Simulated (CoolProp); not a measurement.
Vapour-liquid equilibrium of benzene (1) + ethylbenzene (2) at 297.3 K; x and y are mole fractions of (1).

Values from CoolProp's multi-fluid Helmholtz-energy mixture model, Thol 2012 and Zhou 2012; pair parameters Bell 2016.

```
x     bubble pressure (MPa)  y at the bubble point  dew pressure at overall composition x (MPa)  liquid density (mol/L)
----  ---------------------  ---------------------  -------------------------------------------  ----------------------
0.05                    [?]                  0.298                                          [?]                   8.251
0.2                0.003027                    [?]                                     0.001477                     [?]
0.35               0.004553                    [?]                                     0.001757                   9.037
0.5                0.006222                  0.907                                     0.002170                   9.475
0.65               0.008001                  0.952                                     0.002840                     [?]
0.8                0.009830                  0.979                                     0.004134                   10.45
0.95                0.01163                  0.996                                     0.007910                   11.00
```

Question: What belongs in the gaps?

Answer: 
- 0.05, bubble pressure (MPa): 0.001647
- 0.05, dew pressure at overall composition x (MPa): 0.001274
- 0.2, y at the bubble point: 0.680
- 0.2, liquid density (mol/L): 8.630
- 0.35, y at the bubble point: 0.830
- 0.65, liquid density (mol/L): 9.946

No azeotrope shows between x = 0.05 and 0.95.

The pair parameters rest on a limited set of measurements; away from them the model extrapolates.
